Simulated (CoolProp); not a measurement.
Computed with CoolProp (reference Helmholtz-energy equation of state, Wagner 2002).

Problem. Give the vapour pressure (MPa), enthalpy of vaporisation (kJ/kg), vapour Z of saturated water at 220.55, 243.15, 288.35 °C.

Solution. 
```tsv
T (°C)	p (MPa)	enthalpy of vaporisation (kJ/kg)	vapour Z
220.55	2.34	1850	0.877
243.15	3.54	1750	0.838
288.35	7.26	1490	0.736
```
